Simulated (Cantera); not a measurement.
A closed system holds: 1 mol CuO, 19 mol H2, at 3600 Pa.

Cantera equilibrium calculation (NASA polynomials, part measured and part estimated; ideal gas, pure solids and liquids). Candidate condensed phases: Cu, CuO, Cu(OH)2, Cu2O, H2O; 12 gas species. Equilibrium is a limit: real reactors are often held back by kinetics, nucleation or transport.

x: gas mole fraction; n: condensed amount in mol.

```csv
T (K),x H2,x H2O,x Cu,x H,x Cu2,x OH,x O,n Cu(s),n Cu(l)
948,0.947,0.0526,4.80e-11,2.69e-9,<1e-12,<1e-12,<1e-12,1.00,0
1023,0.947,0.0526,1.07e-9,2.12e-8,<1e-12,3.10e-12,<1e-12,1.00,0
1098,0.947,0.0526,1.55e-8,1.27e-7,<1e-12,3.10e-11,<1e-12,1.00,0
1173,0.947,0.0526,1.59e-7,6.05e-7,3.27e-12,2.32e-10,<1e-12,1.000,0
1248,0.947,0.0526,1.22e-6,2.40e-6,5.92e-11,1.36e-9,<1e-12,1.000,0
1323,0.947,0.0526,7.46e-6,8.14e-6,7.63e-10,6.54e-9,<1e-12,1.000,0
1398,0.947,0.0526,3.60e-5,2.43e-5,6.93e-9,2.66e-8,<1e-12,0,0.999
1473,0.947,0.0526,0.000144,6.49e-5,4.71e-8,9.38e-8,(withheld),0,0.997
1548,0.947,0.0526,0.000500,0.000158,2.64e-7,2.93e-7,(withheld),0,0.990
1623,0.946,0.0525,0.00154,0.000354,1.25e-6,8.24e-7,(withheld),0,0.971
1698,0.943,0.0524,0.00430,0.000740,5.15e-6,2.11e-6,(withheld),0,0.918
1773,0.936,0.0520,0.0110,0.00145,1.87e-5,5.00e-6,(withheld),0,0.789
1848,0.920,0.0512,0.0258,0.00268,6.05e-5,1.10e-5,(withheld),0,0.494
1923,0.896,0.0499,0.0496,0.00470,0.000136,2.25e-5,(withheld),0,0
```

Question: Some entries are withheld; supply them.

Answer: 
- 1473, x O: 5.64e-12
- 1548, x O: 4.15e-11
- 1623, x O: 2.54e-10
- 1698, x O: 1.33e-9
- 1773, x O: 6.05e-9
- 1848, x O: 2.44e-8
- 1923, x O: 8.82e-8
